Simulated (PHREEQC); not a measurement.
0.97 g of hydrous ferric oxide (600 m²/g; 0.2 weak and 0.005 strong sites per Fe, Dzombak-Morel constants, diffuse double layer) in 1 kg of water with 0.05 mol/kgw of an inert sodium salt and 3 mmol/kgw CaCl2, at 25 °C; the pH is set by adding NaOH or the inert anion's acid. Oxygen is held at 0.21 atm. The system is closed to CO2. Precipitation was switched off in this run.

Base run: PHREEQC, ion-association model, wateq4f.dat. Each further column changes one thing. The table gives surface potential ψ (mV).

```csv
pH,base,background salt from 0.05 to 0.005 mol/kgw,oxide from 0.97 to 4.8 g/kgw,0.0031 mol/kgw Na2SeO4 added
4,156,180,155,73
4.67,142,160,142,71
5.33,122,136,122,66
6,98,108,98,57
6.67,71,78,71,46
7.33,43,47,43,31
8,17,20,16,14
8.67,6,10,-4,5
9.33,3,7,-28,2
10,2,6,-58,1
10.67,1,5,-85,0
11.33,0,4,-105,-1
12,-2,1,-115,-2
```
